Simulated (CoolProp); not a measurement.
Properties of benzene along the isobar 83.5 bar (Tc = 562.0 K, pc = 49.06 bar, ω = 0.211).

Computed with CoolProp (reference Helmholtz-energy equation of state, Thol 2012).

```
T (K)          phase       Z  cp (kJ/(kg K))  expansivity (1/kK)  viscosity (µPa s)
-----  -------------  ------  --------------  ------------------  -----------------
483.7         liquid  0.2425           2.360               2.109                123
492.5         liquid  0.2428           2.401                   …                116
501.3         liquid  0.2434           2.445               2.387                108
510           liquid  0.2444           2.492               2.563                102
518.8         liquid  0.2460           2.545               2.777               95.4
527.6         liquid  0.2482           2.603               3.038               89.2
536.3         liquid  0.2510               …               3.360                  …
545.1         liquid  0.2548           2.746                   …               77.6
553.9         liquid  0.2598           2.838               4.314               71.9
562.6  supercritical  0.2664           2.949               5.025               66.4
571.4  supercritical  0.2752               …               6.012               60.8
580.1  supercritical  0.2873           3.272               7.376               55.3
588.9  supercritical  0.3044           3.511               9.320               49.5
597.7  supercritical       …               …               11.93               43.7
606.4  supercritical       …           4.102               14.62               38.1
615.2  supercritical  0.4108           4.143               15.41               33.2
```

Question: Some entries are withheld; supply them.

Answer: 
- 492.5, expansivity (1/kK): 2.237
- 536.3, cp (kJ/(kg K)): 2.669
- 536.3, viscosity (µPa s): 83.3
- 545.1, expansivity (1/kK): 3.774
- 571.4, cp (kJ/(kg K)): 3.091
- 597.7, Z: 0.3292
- 597.7, cp (kJ/(kg K)): 3.813
- 606.4, Z: 0.3644

Viscosity comes from a separate model (Avgeri 2014).
